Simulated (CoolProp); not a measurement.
A simple Rankine cycle with tetrahydrofuran: condensing at 301.15 K, boiler at 2.21 MPa, turbine inlet 493.6 K, turbine efficiency 0.75, pump efficiency 0.8, no recuperator. Each further row changes one setting.

Model: reference Helmholtz-energy equation of state, Fiedler 2023, in CoolProp.

```
case                             thermal efficiency (%)  net work (kJ/kg)  heat in (kJ/kg)  turbine exit temperature (K)  volume ratio over the turbine
-------------------------------  ----------------------  ----------------  ---------------  ----------------------------  -----------------------------
as stated                                          21.5               146              679                         374.4                           88.6
turbine inlet 513.6 K                              21.6               156              722                         397.2                           86.2
condensing temperature 293.15 K                    22.5               156              693                         366.9                            124
boiler pressure 1.55 MPa                           20.3               142              696                         389.2                           58.2
turbine efficiency 0.65                            18.5               126              679                         388.4                           92.0
```
